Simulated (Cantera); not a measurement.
Cantera run:

```python
import numpy as np
import cantera as ct

gas_names = [...]  # 113 gases of nasa_gas.yaml made of C, H, O, Ti
cond_names = """
    C(gr) C6H6(L) C7H8(L) C8H18(L),n-octa H2O(s) H2O(L) Ti(a) Ti(b) Ti(L) TiC(s) TiC(L) TiO(a) TiO(b)
    TiO(L) TiO2(ru) TiO2(L) Ti2O3(a) Ti2O3(b) Ti2O3(L) Ti3O5(a) Ti3O5(b) Ti3O5(L) Ti4O7(s) Ti4O7(L)
""".split()


# ... load() reads the species with a 1 bar reference pressure and builds the phases ...
atoms = {
    'TiO2': {'Ti': 1, 'O': 2},
    'C': {'C': 1},
    'H2': {'H': 2},
}
top_T = {'C(gr)': 4500}  # K; cautious upper limits of use, not melting points


# ... equilibrate(T, P, feed) seeds the gas with the atoms and calls Mixture.equilibrate('TP', solver="vcs", rtol=1e-11, max_steps=5000) ...
results = []
feed = {'TiO2': 1, 'C': 1.5, 'H2': 1}  # mol
P = 13332.2  # Pa
for T in [1148, 1223, 1298, 1373, 1448, 1523, 1598, 1673, 1748]:
    mix = equilibrate(T, P, feed)
    results.append((T, P, feed, dict(zip(mix.species_names, mix.species_moles))))

top = {s: max(r[3][s] / sum(r[3][g] for g in gas_names) for r in results) for s in gas_names}
cols = sorted((s for s in top if top[s] > 0.001), key=lambda s: -top[s])[:9]
seen = [c for c in cond_names if any(r[3].get(c, 0) > 1e-12 for r in results)]
print("log10 of partial pressures in bar; condensed amounts in mol")
print(f"{'T/K':>10s}" + "".join(f"{s[:9]:>10s}" for s in cols + seen))
for T, P, feed, n in results:
    ng = sum(n[g] for g in gas_names)
    print(f"{T:10.4g}" + "".join(f"{np.log10(max(n[s] / ng * P / 1e5, 1e-99)):10.3f}" for s in cols)
          + "".join(f"{n.get(c, 0):10.4g}" for c in seen))
```

Result:

```
log10 of partial pressures in bar; condensed amounts in mol
       T/K        H2        CO       CH4     C(gr)    TiC(s)  TiO2(ru)  Ti2O3(b)  Ti3O5(b)  Ti4O7(s)
      1148    -0.918    -1.919    -3.459     1.398         0    0.6007         0         0   0.09982
      1223    -0.973    -1.575    -3.821     1.249         0         0         0         0      0.25
      1298    -1.000    -1.477    -4.100     1.166         0         0         0    0.3333         0
      1373    -1.020    -1.422    -4.339     1.065   0.03786         0         0    0.3207         0
      1448    -1.190    -1.163    -5.012         0    0.4376         0         0    0.1875         0
      1523    -1.197    -1.156    -5.459         0    0.4001         0    0.2999         0         0
      1598    -1.197    -1.156    -5.851         0    0.4001         0    0.2999         0         0
      1673    -1.198    -1.156    -6.207         0    0.4002         0    0.2999         0         0
      1748    -1.198    -1.156    -6.532         0    0.4002         0    0.2999         0         0
```

Method: chemical equilibrium by Gibbs-energy minimisation in Cantera with the NASA 1993 tables (ideal gas, pure condensed phases). Mutual solubility and eutectic melting of coexisting phases are not modelled. TiC: taken at fixed stoichiometry. Condensed phases not in the tables: Magnéli phases beyond Ti4O7.
